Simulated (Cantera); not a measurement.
Input: 1 mol H₂S, 0.046 mol SO₂, held at 1330 Pa.

Equilibrium computed with Cantera from the NASA thermochemical tables; the gas is ideal and each condensed phase is pure. Candidate condensed phases: H₂O, H₂SO₄, S; 19 gas species. Gases not in the tables: S₃ to S₇. Kinetics and transport are ignored. All values below are at 875 °C.

Base state: H₂S 0.462, H₂ 0.272, S₂ 0.191, H₂O 0.0743, SH 0.000594, S₂O 2.45e-5, SO₂ 2.07e-5 (mole fractions); condensed: gas only.

What changes in the equilibrium state with this change: SO₂ from 0.046 to 0.33 mol?


| species | before | after |
|---|---|---|
| H₂O | 0.0743 | 0.405 |
| S₂ | 0.191 | 0.340 |
| H₂S | 0.462 | 0.168 |
| H₂ | 0.272 | 0.0744 |
| SO₂ | 2.07e-5 | 0.0109 |
| S₂O | 2.45e-5 | 0.000868 |
| SO | 3.84e-6 | 0.000102 |
| SH | 0.000594 | 0.000414 |
